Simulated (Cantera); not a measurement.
A freely propagating, adiabatic, planar premixed flame of H2 : O2 : N2 = 1 : 0.926 : 3.48 (molar parts), unburnt at 625 K and 7500 Torr; mixture-averaged transport, grid criteria slope 0.08 and curve 0.16, no radiation.

Cantera simulation using the H2/O2 subset of GRI-Mech 3.0, which has no nitrogen chemistry; the numbers are that mechanism's predictions, not measurements. The hydrogen kinetics of GRI-Mech 3.0 are dated; newer H2 mechanisms differ, most at raised pressure. Burning velocities carry a grid error of a few per cent, more on coarse grids. Lean hydrogen flames are cellular in practice and burn faster than this planar one.

Problem. What does this change do: 0.075 parts H2O added?

Solution. 
```tsv
quantity	before	after
laminar burning velocity	118 cm/s	101 cm/s
thermal thickness	0.0401 mm	0.0437 mm
peak x(H)	0.00144	0.00113
peak x(H2O2)	0.000310	0.000338
peak x(O)	0.00191	0.00152
```

Problem. What does this change do: 0.06 parts H2O added?

Solution. 
```tsv
quantity	before	after
laminar burning velocity	118 cm/s	104 cm/s
thermal thickness	0.0401 mm	0.0429 mm
peak x(H)	0.00144	0.00119
peak x(H2O2)	0.000310	0.000333
peak x(O)	0.00191	0.00159
```
